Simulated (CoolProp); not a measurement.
A closed Brayton cycle with nitrogen: compressor inlet 330.15 K and 6.4 MPa, high pressure 12.9 MPa, turbine inlet 930 K, compressor efficiency 0.89, turbine efficiency 0.9, recuperator effectiveness 0.95 (on enthalpy, no pinch check). Each further row changes one setting.

Values from CoolProp's reference Helmholtz-energy equation of state, Span 2000.

| case | thermal efficiency (%) | net work (kJ/kg) | compressor to turbine work | compressor exit (K) | turbine exit (K) |
|---|---|---|---|---|---|
| as stated | 40.5 | 76.7 | 0.53 | 413.7 | 789.8 |
| turbine inlet 880 K | 38.1 | 67.9 | 0.56 | 413.7 | 746.1 |
| compressor inlet 340.15 K | 39.2 | 73.9 | 0.55 | 426.1 | 789.8 |
| high pressure 11 MPa | 40.5 | 63.4 | 0.51 | 393.2 | 819.8 |
| recuperator effectiveness 0.5 | 20.4 | 76.7 | 0.53 | 413.7 | 789.8 |
